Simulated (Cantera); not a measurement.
What does this Cantera script print?

```python
import numpy as np
import cantera as ct

gas = ct.Solution("h2o2.yaml")
gas.TPX = 925, 81000, {'H2': 6.6, 'O2': 1, 'N2': 0.87}
reactor = ct.IdealGasConstPressureReactor(gas, energy="off", clone=False)
net = ct.ReactorNet([reactor])
net.rtol, net.atol = 1e-08, 1e-18
show = ['H2', 'O2', 'H2O', 'HO2', 'O', 'H']
times = np.geomspace(4e-05, 1, 10)

steps = ct.SolutionArray(gas, extra=["t"])
rows = []
print(f"{'t/s':>10s}{'T/K':>9s}{'P/Pa':>11s}" + "".join(f"{s:>11s}" for s in show))
for t in times:
    while net.time < t:
        t_next = net.step()
        steps.append(gas.state, t=t_next)
    rows.append([np.interp(t, steps.t, y) for y in (steps.T, steps.P, *steps(*show).X.T)])
    print(f"{t:10.3e}{rows[-1][0]:9.1f}{rows[-1][1]:11.4g}" + "".join(f"{x:11.3e}" for x in rows[-1][2:]))
rate = np.gradient(steps.T, steps.t)
print("integrator steps:", len(steps.t))
if steps.T.max() > steps.T[0] + 200:
    print(f"time of steepest temperature rise: {steps.t[rate.argmax()]:.4e} s")
gas.TPX = 925, 81000, {'H2': 6.6, 'O2': 1, 'N2': 0.87}
gas.equilibrate("TP")
print(f"equilibrium (TP): T = {gas.T:.1f} K  " + "  ".join(f"{s} {gas[s].X[0]:.3e}" for s in show))
```

Result:

```
       t/s      T/K       P/Pa         H2         O2        H2O        HO2          O          H
 4.000e-05    925.0    8.1e+04  7.792e-01  1.181e-01  1.942e-10  5.296e-10  3.849e-12  1.319e-10
 1.232e-04    925.0    8.1e+04  7.792e-01  1.181e-01  1.107e-09  2.358e-09  5.752e-12  1.948e-10
 3.796e-04    925.0    8.1e+04  7.792e-01  1.181e-01  4.657e-09  8.883e-09  7.028e-12  2.378e-10
 1.170e-03    925.0    8.1e+04  7.792e-01  1.181e-01  2.014e-08  3.351e-08  1.137e-11  3.846e-10
 3.603e-03    925.0    8.1e+04  7.792e-01  1.181e-01  1.415e-07  1.817e-07  3.864e-11  1.307e-09
 1.110e-02    925.0    8.1e+04  7.792e-01  1.181e-01  5.258e-06  4.504e-06  9.275e-10  3.128e-08
 3.420e-02    925.0    8.1e+04  7.761e-01  1.155e-01  4.869e-03  7.428e-05  1.233e-07  4.042e-06
 1.054e-01    925.0    8.1e+04  7.586e-01  1.026e-01  3.352e-02  6.218e-05  4.663e-08  1.692e-06
 3.246e-01    925.0    8.1e+04  7.269e-01  7.969e-02  8.545e-02  5.360e-05  2.383e-08  1.059e-06
 1.000e+00    925.0    8.1e+04  6.706e-01  3.930e-02  1.777e-01  3.739e-05  9.542e-09  7.684e-07
integrator steps: 988
equilibrium (TP): T = 925.0 K  H2 6.158e-01  O2 1.443e-23  H2O 2.677e-01  HO2 9.435e-27  O 5.692e-23  H 2.285e-10
```

Detailed kinetics in Cantera: the H2/O2 subset of GRI-Mech 3.0, which has no nitrogen chemistry. Below about 950 K walls govern HO2 and H2O2 in real vessels. The temperature is held fixed by assumption; the heat of reaction is taken as removed at once.
